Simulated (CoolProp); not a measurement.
R124 at 293.15 K and 4.59 MPa flows at 0.66 m/s in a round tube of 4.6 mm bore and 1.5 µm roughness, fully developed (64/Re and Nu = 3.66 if laminar; Colebrook and Gnielinski if turbulent). Each further row changes one setting.

Values from CoolProp's reference Helmholtz-energy equation of state, de Vries 1995.

```
case               Reynolds number  Darcy friction factor  pressure drop (Pa/m)  heat-transfer coefficient (W/(m² K))  mass flow (kg/h)
-----------------  ---------------  ---------------------  --------------------  ------------------------------------  ----------------
as stated                    14800                 0.0285                  1880                                  1510              55.0
velocity 1.32 m/s            29600                 0.0244                  6440                                  2790               110
diameter 9.2 mm              29600                 0.0240                   791                                  1380               220
```

Viscosity comes from a separate model (Bell 2016), an estimate that may be off by 10 % or more. Thermal conductivity comes from a separate model (Huber 2003), an estimate that may be off by 10 % or more.
